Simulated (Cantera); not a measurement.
A diamond (100) surface in a fixed gas of H2 with x(CH4) = 0.0021, x(H) = 0.014, x(CH3) = 0.0001, 0.178 atm; coverages are run to steady state.

Cantera simulation using the Harris–Goodwin 1993 mechanism for the reconstructed diamond (100) surface; the numbers are that mechanism's predictions, not measurements.

θ: site fractions in the mechanism's names (c6HH fully hydrogenated, c6H* and c6*H radical sites, c6** diradical, c6HM methylated).

| T (K) | growth (µm/h) | θ c6HH | θ c6H* | θ c6*H | θ c6** | θ c6HM |
|---|---|---|---|---|---|---|
| 925 | 6.51 | 0.663 | 0.0126 | 0.312 | 0.00548 | [?] |
| 1000 | 9.51 | 0.594 | 0.0187 | 0.373 | 0.00979 | [?] |
| 1075 | 12.8 | 0.529 | 0.0258 | 0.425 | 0.0159 | [?] |
| 1150 | 15.4 | 0.472 | 0.0335 | 0.467 | 0.0241 | [?] |
| 1225 | 15.3 | 0.422 | 0.0416 | 0.500 | 0.0342 | [?] |
| 1300 | 11.8 | 0.378 | 0.0497 | 0.525 | 0.0460 | [?] |
| 1375 | 8.34 | 0.341 | 0.0576 | 0.542 | 0.0593 | [?] |

**Question.** What belongs in the gaps?

**Answer.** 
- 925, θ c6HM: 0.00536
- 1000, θ c6HM: 0.00388
- 1075, θ c6HM: 0.00283
- 1150, θ c6HM: 0.00199
- 1225, θ c6HM: 0.00121
- 1300, θ c6HM: 0.000546
- 1375, θ c6HM: 0.000189
